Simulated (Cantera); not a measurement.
An adiabatic, constant-volume homogeneous reactor starts with CH₃OH : O₂ : N₂ = 1 : 3.26 : 12.3 (molar parts), equivalence ratio 0.46, at 1250 K and 1.00 bar. Integrator tolerance rtol = 1e-08.

Cantera simulation using GRI-Mech 3.0 (53 species, 325 reactions); the numbers are that mechanism's predictions, not measurements. GRI-Mech 3.0 was tuned for natural gas; its chemistry of methanol as a main component is partial and can be far from experiment.

```csv
quantity,before,after
time of steepest temperature rise,5.06 ms,1.34 ms
temperature at 1.00 s,2419 K,2476 K
equilibrium temperature,2419 K,2476 K
x(CH₃OH) at 1.00 s,<1e-12 (gas-phase equilibrium <1e-12),<1e-12 (gas-phase equilibrium <1e-12)
x(O₂) at 1.00 s,0.0952 (gas-phase equilibrium 0.0952),0.0944 (gas-phase equilibrium 0.0944)
x(HCN) at 1.00 s,3.12e-12 (gas-phase equilibrium 3.12e-12),6.50e-12 (gas-phase equilibrium 6.50e-12)
x(H₂) at 1.00 s,0.00102 (gas-phase equilibrium 0.00102),0.00138 (gas-phase equilibrium 0.00138)
x(H) at 1.00 s,0.000396 (gas-phase equilibrium 0.000396),0.000613 (gas-phase equilibrium 0.000613)
x(C₂H₂) at 1.00 s,<1e-12 (gas-phase equilibrium <1e-12),<1e-12 (gas-phase equilibrium <1e-12)
x(HO₂) at 1.00 s,7.99e-6 (gas-phase equilibrium 7.99e-6),9.07e-6 (gas-phase equilibrium 9.07e-6)
```

Problem. What was changed between the two runs?
(A) pressure from 1.00 bar to 0.610 bar
(B) constant pressure in place of constant volume
(C) initial temperature 1250 to 1348 K
(D) initial temperature 1250 to 1548 K

Solution. C, initial temperature 1250 to 1348 K
